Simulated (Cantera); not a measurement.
Input: 1 mol CH3Cl, 0.63 mol H2, equilibrated at 577 °C and 9.10 mbar.

Cantera equilibrium calculation (NASA polynomials, part measured and part estimated; ideal gas, pure solids and liquids). Candidate condensed phases: C, C6H6, C7H8, C8H18; 91 gas species. The numbers say what is thermodynamically allowed, not how fast it happens.

Base state: H2 0.617, HCl 0.381, CH4 0.00215 (mole fractions); condensed: C(graphite).

Q: What changes in the equilibrium state with this change: temperature from 577 °C to 477 °C?

A: 
```
species            before   after
----------------  -------  ------
H2                  0.617   0.605
HCl                 0.381   0.384
CH4               0.00215  0.0106
C(graphite), mol    0.994   0.972
```

Q: What changes in the equilibrium state with this change: temperature from 577 °C to 2850 °C?

A: 
```tsv
species	before	after
H	<1e-9	0.649
Cl	<1e-9	0.169
H2	0.617	0.0744
HCl	0.381	0.0286
C3	<1e-9	0.0488
C	<1e-9	0.0127
C2	<1e-9	0.00686
C2H	<1e-9	0.00633
C2H2 (acetylene)	<1e-9	0.00357
CH4	0.00215	2.57e-9
C5	<1e-9	0.000699
C(graphite), mol	0.994	0
```
The tables' values for CCl are old estimates; treat these amounts as uncertain.
